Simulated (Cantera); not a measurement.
Feed: 1 mol trisilylamine, 0.32 mol N₂, equilibrated at 1023.15 K and 7.30 mbar.

Method: chemical equilibrium by Gibbs-energy minimisation in Cantera with the NASA 1993 tables (ideal gas, pure condensed phases). Candidate condensed phases: Si, Si₃N₄; 18 gas species. The feed counts by its element totals alone. Mutual solubility and eutectic melting of coexisting phases are not modelled. The numbers say what is thermodynamically allowed, not how fast it happens.

Base state: H₂ 1.00 (mole fractions); condensed: Si(s) + Si₃N₄(s).

What changes in the equilibrium state with this change: temperature from 1023.15 K to 1673.15 K?


```csv
species,before,after
H₂,1.00,0.862
N₂,6.18e-9,0.137
H,4.86e-8,0.00124
Si,<1e-9,5.74e-5
"Si(s), mol",1.77,2.84
"Si₃N₄(s), mol",0.410,0.0535
```
